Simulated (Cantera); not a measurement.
Cantera with NASA thermochemical tables; ideal gases at 1 bar, condensed phases pure. Values are per mole of reaction as written; species without (g) are pure solids or liquids, kept so even where they would boil at 1 bar.

7 H2(g) + 12 Cl(g) + Ti4O7 → 7 H2O(g) + 4 TiCl3(g), with ΔH° = -1901.4 kJ and ΔS° = -507.4 J/K at 300 K.

How far is the shortcut ΔG° ≈ ΔH°(300 K) − T·ΔS°(300 K) from the full temperature-dependent value at 1473, 1523, 1573, 1623, 1673, 1723, 1773, 1823, 1873 K?


```csv
T (K),shortcut (kJ),full (kJ),difference (kJ),difference in log10 K
1473,-1153.9,-971.7,-182.2,6.46
1523,-1128.5,-934.3,-194.3,6.66
1573,-1103.2,-896.6,-206.6,6.86
1623,-1077.8,-858.7,-219.1,7.05
1673,-1052.4,-820.6,-231.8,7.24
1723,-1027.0,-782.4,-244.6,7.42
1773,-1001.7,-744.0,-257.6,7.59
1823,-976.3,-705.5,-270.8,7.76
1873,-950.9,-666.8,-284.2,7.92
```
The shortcut ignores the heat-capacity change of the reaction.
